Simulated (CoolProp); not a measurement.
The numbers come from the reference Helmholtz-energy equation of state, Lemmon 2006 in CoolProp. It is a short technical equation, of lower accuracy than the large ones.

Q: Give the vapour pressure (bar), vapour density (kg/m³), liquid cp (kJ/(kg K)) of saturated n-decane at 117.75, 124.25, 127.55 °C.

A: 
| T (°C) | p (bar) | vapour density (kg/m³) | liquid cp (kJ/(kg K)) |
|---|---|---|---|
| 117.75 | 0.186 | 0.832 | 2.57 |
| 124.25 | 0.234 | 1.03 | 2.60 |
| 127.55 | 0.261 | 1.14 | 2.61 |
